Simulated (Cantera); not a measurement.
Charge: 1 mol SiH4, 3.5 mol N2, held at 1750 K and 2.18 Torr.

These are equilibrium values from Cantera (NASA tables, ideal gas, pure condensed phases), not measurements of a reactor. Candidate condensed phases: Si, Si3N4; 18 gas species. The tables' values for SiN are old estimates; treat these amounts as uncertain. Kinetics and transport are ignored.

Base state: N2 0.635, H2 0.362, H 0.00260, Si 0.000518, SiH 2.22e-5, Si2N 1.95e-5, SiN 1.15e-5 (mole fractions); condensed: Si(l).

Task: What changes in the equilibrium state with this change: pressure from 2.18 Torr to 1130 Torr?

Result: 
```tsv
species	before	after
N2	0.635	0.586
H2	0.362	0.414
H	0.00260	0.000122
SiH	2.22e-5	2.77e-8
Si	0.000518	2.66e-8
Si2N	1.95e-5	<1e-9
SiN	1.15e-5	1.28e-8
Si(l), mol	0.997	0
Si3N4(s), mol	0	0.333
```

Task: What changes in the equilibrium state with this change: temperature from 1750 K to 923.15 K?

Result: 
```
species          before    after
-------------  --------  -------
N2                0.635    0.586
H2                0.362    0.414
H               0.00260  2.94e-9
Si             0.000518    <1e-9
SiH             2.22e-5    <1e-9
Si2N            1.95e-5    <1e-9
Si(l), mol        0.997        0
Si3N4(s), mol         0    0.333
```
N2 is the only nitrogen source here; it is nearly inert below about 1500 K, so the nitride shown seldom forms there in practice.
